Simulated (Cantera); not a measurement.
Feed: 1 mol SiCl₄, 59 mol N₂, 2.3 mol H₂, equilibrated at 9.40 mbar.

These are equilibrium values from Cantera (NASA tables, ideal gas, pure condensed phases), not measurements of a reactor. Candidate condensed phases: NH₄Cl, Si, Si₃N₄; 28 gas species. The tables' values for SiCl₃ are old estimates; treat these amounts as uncertain. The numbers say what is thermodynamically allowed, not how fast it happens. All values below are at 1523 K.

Base state: N₂ 0.932, HCl 0.0381, H₂ 0.0174, SiCl₂ 0.0113, SiCl₃ 0.000684, SiCl₄ 0.000123, Cl 5.53e-5, H 3.14e-5 (mole fractions); condensed: Si₃N₄(s).

Problem. What changes in the equilibrium state with this change: pressure from 9.40 mbar to 0.100 bar?

Solution. 
```json
[
 {"species": "N₂", "before": "0.932", "after": "0.933"},
 {"species": "HCl", "before": "0.0381", "after": "0.0466"},
 {"species": "H₂", "before": "0.0174", "after": "0.0133"},
 {"species": "SiCl₂", "before": "0.0113", "after": "0.00456"},
 {"species": "SiCl₄", "before": "0.000123", "after": "0.00103"},
 {"species": "SiHCl₃", "before": "6.30e-6", "after": "3.30e-5"},
 {"species": "H", "before": "3.14e-5", "after": "8.43e-6"},
 {"species": "Cl", "before": "5.53e-5", "after": "2.37e-5"},
 {"species": "SiCl₃", "before": "0.000684", "after": "0.00125"},
 {"species": "Si₃N₄(s), mol", "before": "0.0779", "after": "0.189"}
]
```
